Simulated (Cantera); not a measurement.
Input: 1 mol SiCl4, 4.6 mol HCl, 7.9 mol H2, held at 650 K and 1.30 bar.

Equilibrium computed with Cantera from the NASA thermochemical tables; the gas is ideal and each condensed phase is pure. Candidate condensed phases: Si; 19 gas species. Equilibrium is a limit: real reactors are often held back by kinetics, nucleation or transport.

Base state: H2 0.585, HCl 0.341, SiCl4 0.0741, SiHCl3 1.03e-5 (mole fractions); condensed: gas only.

Question: What changes in the equilibrium state with this change: temperature from 650 K to 1250 K?

Answer: 
```csv
species,before,after
H2,0.585,0.580
HCl,0.341,0.346
SiCl4,0.0741,0.0687
SiCl3,<1e-9,0.00106
SiCl2,<1e-9,0.000118
SiH2Cl2,<1e-9,3.33e-5
SiHCl3,1.03e-5,0.00410
```
The tables' values for SiCl3 are old estimates; treat these amounts as uncertain.
